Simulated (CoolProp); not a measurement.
The fluid at 298.15 K and 0.0588 MPa expands adiabatically to 0.00395 MPa with isentropic efficiency 0.9. The same conditions are run with several fluids, on thermodynamics alone (safety and materials aside).

Model: reference Helmholtz-energy equation of state of each fluid (R123: Younglove 1994; cis-2-butene: Lemmon 2005; trans-2-butene: Lemmon 2005; CH3F (R41): Lemmon 2006; R1233zd(E): Akasaka 2022), in CoolProp.

Rank R123, cis-2-butene, trans-2-butene, CH3F (R41), R1233zd(E) by work (kJ/kg), highest first.

CH3F (R41) (131), trans-2-butene (93.0), cis-2-butene (91.8), R1233zd(E) (40.7), R123 (34.7)

```tsv
fluid	final temperature (K)	final density (kg/m³)
R123	241.3	0.302
cis-2-butene	226.4	0.118
trans-2-butene	232.1	0.115
CH3F (R41)	170.7	0.0950
R1233zd(E)	240.0	0.259
```
